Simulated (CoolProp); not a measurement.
Properties of ethanol along the isotherm 302.7 K (Tc = 514.7 K, pc = 6.268 MPa, ω = 0.644).

The numbers come from the reference Helmholtz-energy equation of state, Schroeder 2014 in CoolProp.

```
p (MPa)   phase         Z  cv (kJ/(kg K))  expansivity (1/kK)  Prandtl number
-------  ------  --------  --------------  ------------------  --------------
0.392    liquid  0.009182           2.075               1.105            15.1
0.783    liquid   0.01833           2.075               1.102            15.1
1.18     liquid   0.02761           2.074               1.099            15.1
1.57     liquid   0.03672           2.074               1.096            15.1
1.96     liquid   0.04582           2.074                 ___            15.2
2.35     liquid       ___           2.074               1.090            15.2
2.74     liquid       ___           2.073               1.086            15.2
3.13     liquid       ___           2.073               1.084            15.2
```

Problem. What belongs in the gaps?

Solution. 
- 1.96, expansivity (1/kK): 1.093
- 2.35, Z: 0.05492
- 2.74, Z: 0.06400
- 3.13, Z: 0.07308

Viscosity comes from a separate model (Kiselev 2005). Thermal conductivity comes from a separate model (Assael 2013).
